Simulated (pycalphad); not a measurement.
# Phase fractions of Si-19.53Sn (wt.%)

All values are pycalphad results on the COST 507 light-alloy database (1999) (1 atm), not direct measurements. The data set is of 1999 and partly superseded. Phase fractions are per mole of atoms.

```csv
T (°C),liquid,diamond (Si),bct (Sn)
1427,1.000,-,-
1352,?,?,-
1277,0.073,0.927,-
1202,0.063,0.937,-
1127,0.059,0.941,-
1052,?,?,-
977,0.056,0.944,-
902,0.055,0.945,-
827,0.055,0.945,-
752,0.055,0.945,-
677,0.054,0.946,-
602,0.054,0.946,-
527,0.054,0.946,-
452,0.054,0.946,-
377,0.054,0.946,-
302,0.054,0.946,-
227,-,0.946,0.054
```

What belongs in the gaps?


- 1352, liquid: 0.129
- 1352, diamond (Si): 0.871
- 1052, liquid: 0.057
- 1052, diamond (Si): 0.943
